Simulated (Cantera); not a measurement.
Cantera run, input and output.

```python
import numpy as np
import cantera as ct

gas = ct.Solution("gri30.yaml")
gas.TPX = 625, 1000000, {'CH3OH': 0.78, 'O2': 1.25, 'N2': 4.7}
flame = ct.FreeFlame(gas, width=0.008)
flame.set_refine_criteria(ratio=3, slope=0.08, curve=0.16)
flame.transport_model = "mixture-averaged"
flame.solve(loglevel=0, auto=True)
z, T = flame.grid, flame.T
thick = (T[-1] - T[0]) / np.gradient(T, z).max()
show = ['CH3OH', 'O2', 'NO', 'CH2', 'CO2', 'CH3']
print(f"laminar burning velocity  {flame.velocity[0] * 100:.3f} cm/s")
print(f"burnt temperature         {T[-1]:.1f} K")
print(f"thermal thickness         {thick * 1e3:.4f} mm")
print(f"grid points               {len(z)}")
z0 = z[flame.heat_release_rate.argmax()]
print(f"{'z/mm':>9s}{'T/K':>9s}{'u/(m/s)':>9s}" + "".join(f"{s:>11s}" for s in show))
rows = []
for k in (-3, -2, -1.5, -1, -0.5, -0.25, 0, 0.25, 0.5, 1, 2, 4, 8):
    zz = z0 + k * thick
    rows.append([k * thick, np.interp(zz, z, T), np.interp(zz, z, flame.velocity),
                 *(np.interp(zz, z, flame.X[gas.species_index(s)]) for s in show)])
    print(f"{rows[-1][0] * 1e3:9.3f}{rows[-1][1]:9.1f}{rows[-1][2]:9.3f}" + "".join(f"{x:11.3e}" for x in rows[-1][3:]))
```

Result:

```
laminar burning velocity  74.086 cm/s
burnt temperature         2404.5 K
thermal thickness         0.0461 mm
grid points               145
     z/mm      T/K  u/(m/s)      CH3OH         O2         NO        CH2        CO2        CH3
   -0.138    625.3    0.742  1.157e-01  1.854e-01  1.561e-10  4.281e-26  1.386e-06  3.699e-14
   -0.092    629.0    0.749  1.153e-01  1.846e-01  1.899e-09  1.704e-24  2.441e-05  6.245e-13
   -0.069    641.6    0.766  1.144e-01  1.829e-01  8.418e-09  1.710e-22  1.311e-04  4.199e-12
   -0.046    708.1    0.854  1.097e-01  1.757e-01  5.480e-08  1.830e-19  9.571e-04  1.206e-10
   -0.023   1029.0    1.275  8.231e-02  1.445e-01  5.911e-07  5.958e-13  7.501e-03  4.631e-08
   -0.012   1385.8    1.761  4.489e-02  1.091e-01  2.102e-06  1.228e-08  1.792e-02  2.478e-06
    0.000   1798.6    2.338  4.562e-03  6.740e-02  5.762e-06  2.307e-06  3.591e-02  4.718e-05
    0.012   1998.4    2.589  1.264e-05  4.300e-02  9.991e-06  4.023e-07  5.668e-02  5.941e-06
    0.023   2106.5    2.710  2.692e-08  3.215e-02  1.436e-05  2.150e-08  7.147e-02  2.749e-07
    0.046   2224.5    2.839  5.127e-11  2.415e-02  2.201e-05  1.049e-10  8.554e-02  1.164e-09
    0.092   2319.8    2.943  7.083e-15  1.895e-02  3.369e-05  1.834e-14  9.450e-02  1.676e-13
    0.184   2376.6    3.004  1.591e-16  1.588e-02  5.071e-05  2.369e-16  9.962e-02  9.009e-16
    0.368   2399.8    3.029  6.558e-17  1.455e-02  7.794e-05  5.749e-17  1.019e-01  2.995e-16
```

Model: GRI-Mech 3.0 (53 species, 325 reactions), integrated in Cantera. GRI-Mech 3.0 was tuned for natural gas; its chemistry of methanol as a main component is partial and can be far from experiment. Burning velocities carry a grid error of a few per cent, more on coarse grids.
